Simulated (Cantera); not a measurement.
An isothermal, constant-pressure homogeneous reactor starts with H2 : O2 = 0.022 : 1 (molar parts), equivalence ratio 0.011, at 1150 K and 0.0267 bar.

Computed with Cantera and the H2/O2 subset of GRI-Mech 3.0, which has no nitrogen chemistry. Radical loss at walls, strong at low pressure, is not modelled.

x: mole fraction; the columns are a selection and need not sum to one.

| t (s) | x H2 | x O2 | x H2O2 | x H | x O | x OH | x H2O |
|---|---|---|---|---|---|---|---|
| 0.000100 | 0.0215 | 0.978 | <1e-12 | 6.61e-10 | 1.27e-9 | 1.03e-9 | 4.97e-10 |
| 0.000538 | 0.0215 | 0.978 | 4.71e-12 | (withheld) | 5.24e-8 | 3.40e-8 | 5.83e-8 |
| 0.00289 | 0.00539 | 0.966 | 3.88e-7 | (withheld) | 0.00965 | 0.00299 | 0.0132 |
| 0.0156 | 0.000106 | 0.969 | 8.00e-8 | (withheld) | 0.00822 | 0.000994 | 0.0207 |
| 0.0837 | 1.47e-5 | 0.977 | 5.94e-8 | (withheld) | 0.00114 | 0.000373 | 0.0215 |
| 0.450 | 7.96e-7 | 0.978 | 1.86e-8 | (withheld) | 6.42e-5 | 8.90e-5 | 0.0217 |
| 2.42 | 5.21e-8 | 0.978 | 2.90e-9 | (withheld) | 4.36e-6 | 2.33e-5 | 0.0217 |
| 13.0 | 5.61e-9 | 0.978 | 4.26e-10 | 3.23e-10 | 4.82e-7 | 7.74e-6 | 0.0218 |
| 70.0 | 9.60e-10 | 0.978 | 8.31e-11 | 2.33e-11 | 8.34e-8 | 3.22e-6 | 0.0218 |

Problem. Complete the blanks.

Solution. 
- 0.000538, x H: 1.31e-8
- 0.00289, x H: 0.00287
- 0.0156, x H: 0.000714
- 0.0837, x H: 3.70e-5
- 0.450, x H: 4.95e-7
- 2.42, x H: 8.79e-9
